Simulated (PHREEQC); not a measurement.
**Copper plating or etch bath (model solution)**

Solution (77 °C): 76 mmol/kgw CuSO4, 0.35 mmol/kgw HNO3 and 0.084 mmol/kgw Na2SO4. Closed to the air; pH follows from the charge balance.

Model: ion-association model, wateq4f.dat, run in PHREEQC.

| Item | Result |
|---|---|
| pH | 3.99 |
| ionic strength | 0.157 mol/kgw |
| total alkalinity | -0.350 meq/kg |

```json
[
 {"species": "Cu+2", "molality": "0.0390", "activity": "0.0124", "log γ": "-0.498"},
 {"species": "SO4-2", "molality": "0.0388", "activity": "0.0111", "log γ": "-0.544"},
 {"species": "CuSO4", "molality": "0.0367", "activity": "0.0380", "log γ": "0.016"},
 {"species": "HSO4-", "molality": "0.000575", "activity": "0.000416", "log γ": "-0.140"},
 {"species": "NO3-", "molality": "0.000350", "activity": "0.000242", "log γ": "-0.160"},
 {"species": "Cu2(OH)2+2", "molality": "0.000177", "activity": "5.13e-5", "log γ": "-0.537"}
]
```

No solid was allowed to form. The solution is supersaturated, for example in Tenorite (slow to form), so a real one may precipitate; this is no full list. At this temperature some constants are extrapolated from 25 °C, and those without enthalpy data are left unchanged.
